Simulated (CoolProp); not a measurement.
Vapour-liquid equilibrium of ethylene (1) + 1-butene (2) at -66.95 °C; x and y are mole fractions of (1).

Model: multi-fluid Helmholtz-energy mixture model, Smukala 2000 and Lemmon 2005; pair parameters Bell 2016, in CoolProp.

Problem. Give the bubble pressure and the first vapour's composition at x = 0.15, 0.45, 0.65. Is there an azeotrope?

Solution. x = 0.15: 0.09084 MPa, y = 0.959; x = 0.45: 0.2621 MPa, y = 0.990; x = 0.65: 0.3756 MPa, y = 0.995. No azeotrope shows between x = 0.05 and 0.95.

The pair parameters rest on a limited set of measurements; away from them the model extrapolates. The gap from Raoult's law changes sign with composition, which may be real or a fault of the pair parameters; it wasn't checked against measurements.
